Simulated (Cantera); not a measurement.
What does this Cantera script print?

```python
import numpy as np
import cantera as ct

gas_names = """
    C CH CH2 CH3 CH2OH CH3O CH4 CH3OH CO CO2 COOH C2 C2H CHCO,ketyl C2H2,acetylene C2H2,vinylidene
    CH2CO,ketene C2H3,vinyl CH3CO,acetyl C2H4 C2H4O,ethylen CH3CHO,ethanal CH3COOH (HCOOH)2 C2H5 C2H6
    CH3OCH3 C2H5OH C2O C3 C3H3,propargyl C3H4,allene C3H4,propyne C3H4,cyclo- C3H5,allyl C3H6,propylene
    C3H6,cyclo- C3H6O C3H7,n-propyl C3H7,i-propyl C3H8 C3H8O,1propanol C3H8O,2propanol C3O2 C4 C4H2
    C4H4,1,3-cyclo- C4H6,butadiene C4H6,2-butyne C4H6,cyclo- C4H8,1-butene C4H8,cis2-buten
    C4H8,tr2-butene C4H8,isobutene C4H8,cyclo- (CH3COOH)2 C4H9,n-butyl C4H9,i-butyl C4H9,s-butyl
    C4H9,t-butyl C4H10,isobutane C4H10,n-butane C5 C5H6,1,3cyclo- C5H8,cyclo- C5H10,1-pentene
    C5H10,cyclo- C5H11,pentyl C5H11,t-pentyl C5H12,n-pentane C5H12,i-pentane CH3C(CH3)2CH3 C6H2
    C6H5,phenyl C6H5O,phenoxy C6H6 C6H5OH,phenol C6H10,cyclo- C6H12,1-hexene C6H12,cyclo- C6H13,n-hexyl
    C7H7,benzyl C7H8 C7H8O,cresol C7H14,1-heptene C7H15,n-heptyl C7H16,n-heptane C8H8,styrene
    C8H10,ethylbenz C8H16,1-octene C8H17,n-octyl C8H18,isooctane C8H18,n-octane C9H19,n-nonyl
    C10H8,naphthale C10H21,n-decyl C12H9,o-bipheny C12H10,bipheny H HCO HO2 H2 HCHO,formaldehy HCOOH H2O
    H2O2 O OH O2 O3 Si SiC SiC2 SiC4H12 SiH SiH2 SiH3 SiH4 SiO SiO2 Si2 Si2C Si3
""".split()
cond_names = """
    C(gr) C6H6(L) C7H8(L) C8H18(L),n-octa H2O(s) H2O(L) Si(cr) Si(L) SiC(b) SiO2(Lqz) SiO2(hqz) SiO2(L)
""".split()


def load(file, names, dense=False):
    # The tables refer to 1 bar. Condensed volumes are neglected.
    table = {s.name: s for s in ct.Species.list_from_file(file)}
    out = []
    for n in names:
        d = dict(table[n].input_data)
        d["thermo"] = dict(d["thermo"], **{"reference-pressure": 1e5})
        if dense:
            d["equation-of-state"] = {"model": "constant-volume", "density": "1e6 g/cm^3"}
        out.append(ct.Species.from_dict(d))
    return out


gas = ct.Solution(thermo="ideal-gas", species=load("nasa_gas.yaml", gas_names))
cond = {s.name: ct.Solution(thermo="fixed-stoichiometry", species=[s], name=s.name)
        for s in load("nasa_condensed.yaml", cond_names, dense=True)}
atoms = {
    'SiC': {'Si': 1, 'C': 1},
    'H2O': {'H': 2, 'O': 1},
    'H2': {'H': 2},
}
top_T = {'C(gr)': 4500, 'SiC(b)': 3050}  # K; cautious upper limits of use, not melting points


def equilibrate(T, P, feed):
    n = {}
    for name, mol in feed.items():
        for a, k in atoms[name].items():
            n[a] = n.get(a, 0.0) + k * mol
    gas.TPX = T, P, n
    mass = sum(n.values()) * gas.mean_molecular_weight
    gas.equilibrate("TP")
    valid = [c for c in cond.values() if c.min_temp <= T <= top_T.get(c.name, c.max_temp)]
    mix = ct.Mixture([(gas, mass / gas.mean_molecular_weight)] + [(c, 0.0) for c in valid])
    mix.T, mix.P = T, P
    mix.equilibrate("TP", solver="vcs", rtol=1e-11, max_steps=5000)
    return mix


results = []
feed = {'SiC': 1, 'H2O': 0.022, 'H2': 220}  # mol
P = 11  # Pa
for T in [1073, 1173, 1273, 1373, 1473, 1573, 1673, 1773]:
    mix = equilibrate(T, P, feed)
    results.append((T, P, feed, dict(zip(mix.species_names, mix.species_moles))))

top = {s: max(r[3][s] / sum(r[3][g] for g in gas_names) for r in results) for s in gas_names}
cols = sorted((s for s in top if top[s] > 1e-05), key=lambda s: -top[s])[:6]
seen = [c for c in cond_names if any(r[3].get(c, 0) > 1e-12 for r in results)]
print("log10 of partial pressures in bar; condensed amounts in mol")
print(f"{'T/K':>10s}" + "".join(f"{s[:9]:>10s}" for s in cols + seen))
for T, P, feed, n in results:
    ng = sum(n[g] for g in gas_names)
    print(f"{T:10.4g}" + "".join(f"{np.log10(max(n[s] / ng * P / 1e5, 1e-99)):10.3f}" for s in cols)
          + "".join(f"{n.get(c, 0):10.4g}" for c in seen))
```

Output:

```
log10 of partial pressures in bar; condensed amounts in mol
       T/K        H2         H        Si C2H2,acet        CO       SiO     C(gr)    SiC(b) SiO2(hqz)
      1073    -3.959    -9.833   -15.610   -15.504    -8.375    -8.775         0    0.9915  0.005102
      1173    -3.959    -8.908   -13.415   -14.644    -8.260    -8.260         0     0.989         0
      1273    -3.959    -8.126   -11.737   -13.585    -8.260    -8.260         0     0.989         0
      1373    -3.959    -7.457   -10.306   -12.678    -8.258    -8.262         0    0.9889         0
      1473    -3.959    -6.877    -9.100   -11.837    -8.228    -8.294         0    0.9882         0
      1573    -3.960    -6.371    -8.246   -10.712    -8.075    -8.590         0     0.983         0
      1673    -3.963    -5.925    -7.898    -8.918    -7.969    -9.686         0    0.9733         0
      1773    -3.971    -5.531    -7.344    -7.825    -7.967   -10.257   0.01022     0.904         0
```

Cantera equilibrium calculation (NASA polynomials, part measured and part estimated; ideal gas, pure solids and liquids). Mutual solubility and eutectic melting of coexisting phases are not modelled.
